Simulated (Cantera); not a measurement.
Charge: 1 mol AlN, a varied amount of O₂, held at 1177 °C and 0.540 Torr.

Method: chemical equilibrium by Gibbs-energy minimisation in Cantera with the NASA 1993 tables (ideal gas, pure condensed phases). Candidate condensed phases: Al, AlN, Al₂O₃; 16 gas species. Mutual solubility and eutectic melting of coexisting phases are not modelled. Equilibrium is a limit: real reactors are often held back by kinetics, nucleation or transport.

### Question
Which condensed phases are stable at each of these points (n(O₂) (mol)): 0.66, 2, 3.4, 4.8, 6.1, 7.5, 8.9, 10, 12, 13, 14, 16?

### Answer
```csv
n(O₂) (mol),condensed phases,Al condensed (%)
0.66,AlN(s) + Al₂O₃(s),100.0
2,Al₂O₃(s),100.0
3.4,Al₂O₃(s),100.0
4.8,Al₂O₃(s),100.0
6.1,Al₂O₃(s),100.0
7.5,Al₂O₃(s),100.0
8.9,Al₂O₃(s),100.0
10,Al₂O₃(s),100.0
12,Al₂O₃(s),100.0
13,Al₂O₃(s),100.0
14,Al₂O₃(s),100.0
16,Al₂O₃(s),100.0
```

At 0.66 mol O₂ the condensed part is AlN(s) + Al₂O₃(s). From 2 mol O₂ to 16 mol O₂ the condensed part is Al₂O₃(s).
